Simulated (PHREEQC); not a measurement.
Solution A (0.0026 mol KH2PO4 and 0.00022 mol H3AsO4 per kg of water) is mixed with solution B (2.2 mmol/kgw NaHSO4 and 31 mmol/kgw K2HPO4) at 20 °C; shares are by mass of water, 1 kg in all. Oxygen alone is held at its pressure in air (log pO2 = -0.68). No CO2 enters from the air. The run lets Mirabilite precipitate or redissolve, and no other solid.

The numbers come from PHREEQC with the ion-association model, wateq4f.dat.

```csv
share of solution B,pH,H2AsO4- (mol/kgw),SO4-2 (mol/kgw)
0,3.81,0.000214,0
0.1,7.03,9.86e-5,0.000212
0.2,7.32,?,0.000417
0.4,7.60,2.34e-5,0.000812
0.5,7.70,1.57e-5,0.00100
0.6,7.77,?,0.00119
0.8,?,3.82e-6,?
0.9,7.95,1.66e-6,0.00174
1,8.01,0,0.00191
```

Task: What belongs in the gaps?

Result: 
- 0.2, H2AsO4- (mol/kgw): 5.57e-5
- 0.6, H2AsO4- (mol/kgw): 1.04e-5
- 0.8, pH: 7.90
- 0.8, SO4-2 (mol/kgw): 0.00156

H3PO4, which wateq4f.dat lacks, is added to it with the constant of phreeqc.dat.
